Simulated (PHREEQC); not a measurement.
Dissolve 0.0048 mol Cu(BF4)2 and 0.0052 mol H2SO4 per kg of water at 25 °C. Closed to the air; pH follows from the charge balance.

Equilibrium calculation in PHREEQC: ion-association model, wateq4f.dat.

```tsv
quantity	before	after
pH	2.14	2.96
ionic strength (mol/kgw)	0.0232	0.0290
SO4-2 (mol/kgw)	0.00301	0.00325
HSO4- (mol/kgw)	0.00139	0.000218
```

### Question
Which change was made?
(A) diluted 5-fold with water
(B) H2SO4 replaced by ZnSO4 at the same molality
(C) 0.0064 mol/kgw CO2 added
(D) Cu(BF4)2 left out
(E) H2SO4 from 0.0052 to 0.00468 mol/kgw

### Answer
B, H2SO4 replaced by ZnSO4 at the same molality

This is a speciation only: nothing precipitates in the calculation. Real BF4- forms and hydrolyses slowly; the run takes it at equilibrium.
